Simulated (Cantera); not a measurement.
A freely propagating, adiabatic, planar premixed flame of 28.6 % H2, 15.2 % O2, 56.3 % N2, equivalence ratio 0.94, unburnt at 300 K and 13300 Pa; mixture-averaged transport, grid criteria slope 0.08 and curve 0.16, no radiation.

Cantera simulation using the H2/O2 subset of GRI-Mech 3.0, which has no nitrogen chemistry; the numbers are that mechanism's predictions, not measurements. Burning velocities carry a grid error of a few per cent, more on coarse grids.

Problem. Predict: laminar burning velocity; thermal thickness; peak x(HO2); peak x(OH); peak x(H); peak x(O).

Solution. 
```
Quantity                     Value
------------------------  --------
laminar burning velocity  192 cm/s
thermal thickness          4.99 mm
peak x(HO2)               0.000144
peak x(OH)                  0.0151
peak x(H)                   0.0660
peak x(O)                   0.0127
```
